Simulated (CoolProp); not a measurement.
Saturated liquid density (kg/m³) of normal hydrogen: the reference equation beside estimates from Tc = -240.0 °C, pc = 1296 kPa, ω = -0.219.

Values from CoolProp's reference Helmholtz-energy equation of state, Leachman 2009.

```csv
T (°C),reference,Redlich-Kwong,Soave-Redlich-Kwong
-247.75,64.07,72.49,66.86
-246.85,62.56,69.75,64.37
-246.05,61.12,67.14,62.03
-245.15,59.34,63.98,59.21
-244.35,57.59,60.92,56.50
-243.45,55.36,57.13,53.18
-242.65,53.05,53.33,49.88
-241.75,49.86,48.35,45.57
-240.95,45.95,42.79,40.79
```

Absolute difference from the reference over all 9 rows, mean and median: Redlich-Kwong 6.9 and 6.9 %, Soave-Redlich-Kwong 4.5 and 3.9 %.
